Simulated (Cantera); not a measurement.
Input (Python, Cantera) and output of one run.

```python
import numpy as np
import cantera as ct

gas_names = """
    N NO NO2 NO3 N2 N2O O O2 O3 Si SiN SiO SiO2 Si2 Si2N Si3
""".split()
cond_names = """
    Si(cr) Si(L) SiO2(Lqz) SiO2(hqz) SiO2(L) Si2N2O(s) Si3N4(a)
""".split()


def load(file, names, dense=False):
    # The tables refer to 1 bar. Condensed volumes are neglected.
    table = {s.name: s for s in ct.Species.list_from_file(file)}
    out = []
    for n in names:
        d = dict(table[n].input_data)
        d["thermo"] = dict(d["thermo"], **{"reference-pressure": 1e5})
        if dense:
            d["equation-of-state"] = {"model": "constant-volume", "density": "1e6 g/cm^3"}
        out.append(ct.Species.from_dict(d))
    return out


gas = ct.Solution(thermo="ideal-gas", species=load("nasa_gas.yaml", gas_names))
cond = {s.name: ct.Solution(thermo="fixed-stoichiometry", species=[s], name=s.name)
        for s in load("nasa_condensed.yaml", cond_names, dense=True)}
atoms = {
    'SiO2': {'Si': 1, 'O': 2},
    'Si': {'Si': 1},
    'N2': {'N': 2},
}
top_T = {'Si2N2O(s)': 2100, 'Si3N4(a)': 2400}  # K; cautious upper limits of use, not melting points


def equilibrate(T, P, feed):
    n = {}
    for name, mol in feed.items():
        for a, k in atoms[name].items():
            n[a] = n.get(a, 0.0) + k * mol
    gas.TPX = T, P, n
    mass = sum(n.values()) * gas.mean_molecular_weight
    gas.equilibrate("TP")
    valid = [c for c in cond.values() if c.min_temp <= T <= top_T.get(c.name, c.max_temp)]
    mix = ct.Mixture([(gas, mass / gas.mean_molecular_weight)] + [(c, 0.0) for c in valid])
    mix.T, mix.P = T, P
    mix.equilibrate("TP", solver="vcs", rtol=1e-11, max_steps=5000)
    return mix


results = []
feed = {'SiO2': 1, 'Si': 0.064, 'N2': 0.031}  # mol
T = 1500  # K
P = 7  # Pa
mix = equilibrate(T, P, feed)
results.append((T, P, feed, dict(zip(mix.species_names, mix.species_moles))))
print(gas.report(threshold=0.0001))
for i in range(1, mix.n_phases):
    print(f"{mix.phase(i).name:16s} {mix.phase_moles(i):12.5e} mol")
```

Result:

```
       temperature   1500 K
          pressure   7 Pa
           density   2.2985e-05 kg/m^3
  mean mol. weight   40.951 kg/kmol
   phase of matter   gas

                          1 kg             1 kmol
                     ---------------   ---------------
          enthalpy        -9.732e+05       -3.9853e+07  J
   internal energy       -1.2778e+06       -5.2325e+07  J
           entropy            8423.5        3.4495e+05  J/K
    Gibbs function       -1.3608e+07       -5.5728e+08  J
 heat capacity c_p            888.24             36374  J/K
 heat capacity c_v            685.21             28060  J/K

                      mass frac. Y      mole frac. X     chem. pot. / RT
                     ---------------   ---------------   ---------------
                N2           0.13338           0.19497           -37.214
               SiO           0.86662           0.80503           -46.493
     [  +14 minor]        1.2735e-06        1.8177e-06

Si(cr)            0.00000e+00 mol
SiO2(hqz)         9.36000e-01 mol
Si2N2O(s)         0.00000e+00 mol
Si3N4(a)          0.00000e+00 mol
```

These are equilibrium values from Cantera (NASA tables, ideal gas, pure condensed phases), not measurements of a reactor. The tables hold silica as quartz up to 1696 K and as liquid above; real silica turns to tridymite and cristobalite and melts near 1996 K.
